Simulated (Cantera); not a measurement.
Input: 1 mol Si₃N₄, 0.96 mol O₂, 940 mol H₂, equilibrated at 1073.15 K and 0.360 bar.

Method: chemical equilibrium by Gibbs-energy minimisation in Cantera with the NASA 1993 tables (ideal gas, pure condensed phases). Candidate condensed phases: H₂O, Si, SiO₂, Si₂N₂O, Si₃N₄; 35 gas species. Mutual solubility and eutectic melting of coexisting phases are not modelled. Equilibrium is a limit: real reactors are often held back by kinetics, nucleation or transport.

Base state: H₂ 0.999, N₂ 0.000674, H₂O 1.31e-5 (mole fractions); condensed: SiO₂(β-quartz) + Si₂N₂O(s).

Q: What changes in the equilibrium state with this change: Si₃N₄ replaced by Si?

A: 
| species | before | after |
|---|---|---|
| H₂ | 0.999 | 1.00 |
| H₂O | 1.31e-5 | 5.21e-9 |
| N₂ | 0.000674 | 0 |
| SiO₂(β-quartz), mol | 0.272 | 0.960 |
| Si₂N₂O(s), mol | 1.36 | 0 |
| Si(s), mol | 0 | 0.0398 |
